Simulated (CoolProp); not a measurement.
Decamethylcyclopentasiloxane (D5) along the isobar 928 kPa: fugacity coefficient from the reference equation and from simpler models built on Tc = 618.3 K, pc = 1078 kPa, ω = 0.631; each cubic takes its own stable root.

Computed with CoolProp (reference Helmholtz-energy equation of state, Thol 2019).

```csv
T (K),phase,reference,van der Waals,Redlich-Kwong
428.7,liquid,(withheld),0.2268,0.09896
452.6,liquid,0.05192,0.2853,0.1489
476.5,liquid,0.09358,0.3497,0.2117
500.4,liquid,0.1547,0.4189,0.2868
524.3,liquid,(withheld),0.4918,0.3726
548.3,liquid,0.3433,(withheld),0.4674
572.2,liquid,(withheld),(withheld),0.5667
596.1,liquid,0.6072,(withheld),0.6655
620,gas,0.7045,0.7448,0.7181
```

**Question.** What belongs in the gaps?

**Answer.** 
- 428.7, reference: 0.02597
- 524.3, reference: 0.2376
- 548.3, van der Waals: 0.5672
- 572.2, reference: 0.4684
- 572.2, van der Waals: 0.6426
- 596.1, van der Waals: 0.7146

At some of these states van der Waals gives the other phase, because its saturation line lies elsewhere.
